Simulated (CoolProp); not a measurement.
The numbers come from the reference Helmholtz-energy equation of state, Lemmon 2006 in CoolProp. It is a short technical equation, of lower accuracy than the large ones.

For C2F6 (R116), give the phase and the density (kg/m³), cp (kJ/(kg K)) at 362.7 K and 1840 kPa.


- 362.7 K and 1840 kPa: gas; density 93.3, cp 0.921
